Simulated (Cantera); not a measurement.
**Thermodynamics of carbon deposition, reforming and gasification, feed toluene + H2O**

Input: 1 mol toluene, 0.28 mol H2O, at 825 K.

Method: chemical equilibrium by Gibbs-energy minimisation in Cantera with the NASA 1993 tables (ideal gas, pure condensed phases). Candidate condensed phases: C, C6H6, C7H8, C8H18, H2O; 110 gas species. The ideal-gas law is rough above about 30 bar. Rates play no part.

From 0.0750 Torr to 75000 Torr the condensed part is C(graphite). The main C-bearing gas is CO at 0.0750 Torr and CH4 at 75000 Torr.

```tsv
P (Pa)	x H2	x CH4	x H2O	x CO	x CO2	x C2H6	x C3H8	n C(graphite)
10	0.939	7.97e-5	7.26e-5	0.0613	1.69e-5	<1e-12	<1e-12	6.72
56	0.938	0.000446	0.000404	0.0609	9.35e-5	5.88e-12	<1e-12	6.72
320	0.936	0.00254	0.00221	0.0585	0.000494	1.91e-10	<1e-12	6.72
1800	0.925	0.0139	0.0103	0.0489	0.00194	5.82e-9	<1e-12	6.71
10000	0.868	0.0681	0.0315	0.0288	0.00373	1.48e-7	1.67e-12	6.58
56000	0.686	0.238	0.0599	0.0124	0.00385	2.30e-6	1.14e-10	6.11
320000	0.413	0.494	0.0846	0.00508	0.00371	1.64e-5	2.81e-9	5.55
1800000	0.206	0.688	0.100	0.00215	0.00375	6.39e-5	3.07e-8	5.23
10000000	0.0936	0.793	0.108	0.000918	0.00380	0.000186	2.26e-7	5.09
```
x: gas mole fraction; n: condensed amount in mol.
